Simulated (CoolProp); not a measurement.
Vapour-liquid equilibrium of n-pentane (1) + the fluoroketone C6F12O (FK-5-1-12) (2) at 122 kPa; x and y are mole fractions of (1).

Model: multi-fluid Helmholtz-energy mixture model, Thol 2019 and McLinden 2015; pair parameters Bell 2016, in CoolProp.

| x | bubble temperature (K) | y at the bubble point | dew temperature at overall composition x (K) | liquid density (mol/L) |
|---|---|---|---|---|
| 0.05 | 322.9 | ___ | 326.4 | 4.917 |
| 0.125 | 317.1 | 0.376 | 324.5 | 5.127 |
| 0.2 | 312.8 | 0.499 | 322.4 | 5.333 |
| 0.275 | 310.1 | 0.573 | 320.2 | 5.536 |
| 0.35 | ___ | 0.618 | 317.9 | ___ |
| 0.425 | 307.7 | 0.644 | 315.4 | 5.960 |
| 0.5 | 307.4 | 0.658 | 312.8 | 6.191 |
| 0.575 | 307.2 | ___ | 310.1 | ___ |
| 0.65 | 307.2 | 0.671 | 307.6 | 6.722 |
| 0.725 | 307.2 | ___ | 307.9 | 7.031 |
| 0.8 | 307.4 | 0.696 | 309.7 | 7.371 |
| 0.875 | 308.2 | 0.738 | ___ | 7.740 |
| 0.95 | 310.8 | 0.843 | 313.5 | 8.126 |

**Question.** Fill in the missing entries.

**Answer.** 
- 0.05, y at the bubble point: 0.181
- 0.35, bubble temperature (K): 308.6
- 0.35, liquid density (mol/L): 5.743
- 0.575, y at the bubble point: 0.666
- 0.575, liquid density (mol/L): 6.444
- 0.725, y at the bubble point: 0.679
- 0.875, dew temperature at overall composition x (K): 311.6

y crosses x between x = 0.65 and 0.725: the model has an azeotrope there.

Pair parameters are fitted to limited data, so mixtures are less certain than the pure fluids.
